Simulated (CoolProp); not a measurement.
Vapour-liquid equilibrium of acetone (1) + p-xylene (2) at 391.8 K; x and y are mole fractions of (1).

The numbers come from the multi-fluid Helmholtz-energy mixture model, Lemmon 2006 and Zhou 2012; pair parameters Bell 2016 in CoolProp.

| x | bubble pressure, mixture model (MPa) | bubble pressure, Raoult's law (MPa) | y, mixture model | y, Raoult's law |
|---|---|---|---|---|
| 0.05 | 0.1016 | 0.08446 | 0.443 | 0.347 |
| 0.125 | 0.1581 | 0.1241 | 0.657 | 0.591 |
| 0.2 | 0.2064 | 0.1637 | 0.750 | 0.716 |
| 0.275 | 0.2486 | 0.2033 | 0.803 | 0.793 |
| 0.35 | 0.2865 | 0.2429 | 0.839 | 0.845 |
| 0.425 | 0.3214 | 0.2826 | 0.866 | 0.882 |
| 0.5 | 0.3545 | 0.3222 | 0.888 | 0.910 |
| 0.575 | 0.3868 | 0.3618 | 0.907 | 0.932 |
| 0.65 | 0.4190 | 0.4014 | 0.925 | 0.949 |
| 0.725 | 0.4518 | 0.4411 | 0.941 | 0.964 |
| 0.8 | 0.4859 | 0.4807 | 0.957 | 0.976 |
| 0.875 | 0.5217 | 0.5203 | 0.973 | 0.986 |
| 0.95 | 0.5596 | 0.5599 | 0.989 | 0.995 |

The largest gap from Raoult's law is +27.4 % in bubble pressure, at x = 0.125. No azeotrope shows between x = 0.05 and 0.95.

The pair parameters rest on a limited set of measurements; away from them the model extrapolates.
